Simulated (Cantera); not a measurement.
Oxide etching and cleaning by halides: CuO + HF + N2

Input: 1 mol CuO, 30 mol HF, 96 mol N2, equilibrated at 60.8 Torr.

Cantera equilibrium calculation (NASA polynomials, part measured and part estimated; ideal gas, pure solids and liquids). Candidate condensed phases: Cu, CuF2, CuO, Cu(OH)2, Cu2O, H2O; 45 gas species. The numbers say what is thermodynamically allowed, not how fast it happens.

| T (°C) | log p N2 | log p HF | log p CuF | log p H2O | n CuF2(s) | n CuO(s) | n Cu2O(s) |
|---|---|---|---|---|---|---|---|
| 552 | -1.21 | -1.72 | -8.47 | -4.80 | 0.0246 | 0.975 | 0.000421 |
| 627 | -1.21 | -1.72 | -7.12 | -5.20 | 0.00918 | 0.968 | 0.0112 |
| 702 | -1.21 | -1.72 | -6.07 | -5.37 | 0 | 0.641 | 0.176 |
| 777 | -1.21 | -1.72 | -5.39 | -5.07 | 0 | 0 | 0.492 |
| 852 | -1.21 | -1.72 | -4.81 | -4.80 | 0 | 0 | 0.482 |
| 927 | -1.21 | -1.72 | -4.34 | -4.50 | 0 | 0 | 0.458 |
| 1002 | -1.21 | -1.72 | -3.95 | -4.19 | 0 | 0 | 0.406 |
| 1077 | -1.21 | -1.72 | -3.62 | -3.90 | 0 | 0 | 0.307 |
| 1152 | -1.21 | -1.73 | -3.33 | -3.62 | 0 | 0 | 0.132 |
| 1227 | -1.21 | -1.73 | -3.20 | -3.50 | 0 | 0 | 0 |
| 1302 | -1.21 | -1.73 | -3.20 | -3.50 | 0 | 0 | 0 |
| 1377 | -1.21 | -1.73 | -3.21 | -3.51 | 0 | 0 | 0 |
| 1452 | -1.21 | -1.73 | -3.22 | -3.52 | 0 | 0 | 0 |
| 1527 | -1.21 | -1.73 | -3.24 | -3.54 | 0 | 0 | 0 |
log p: log10 of the partial pressure in bar; n: condensed amount in mol.

From 552 °C to 627 °C the condensed part is CuF2(s) + CuO(s) + Cu2O(s). At 702 °C the condensed part is CuO(s) + Cu2O(s). From 777 °C to 1152 °C the condensed part is Cu2O(s). From 1227 °C to 1527 °C nothing is condensed. The main Cu-bearing gas is CuF2 at 552 °C and CuF at 1527 °C.
